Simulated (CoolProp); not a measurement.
Vapour-liquid equilibrium of methanol (1) + ethanol (2) at 127 kPa; x and y are mole fractions of (1).

Model: multi-fluid Helmholtz-energy mixture model, de Reuck 1993 and Schroeder 2014; pair parameters Bell 2016, in CoolProp.

```tsv
x	bubble temperature (°C)	y at the bubble point	dew temperature at overall composition x (°C)	liquid density (mol/L)
0.05	83.4	0.080	83.7	16.13
0.15	81.7	0.223	82.6	16.71
0.25	80.3	0.349	81.4	17.31
0.35	78.8	0.464	80.2	17.95
0.45	77.5	0.568	79.0	18.62
0.55	76.2	0.665	77.7	19.34
0.65	74.8	0.753	76.4	20.10
0.75	73.5	0.834	74.9	20.91
0.85	72.2	0.907	73.3	21.77
0.95	71.0	0.971	71.4	22.69
```

No azeotrope shows between x = 0.05 and 0.95.

The pair parameters rest on a limited set of measurements; away from them the model extrapolates.
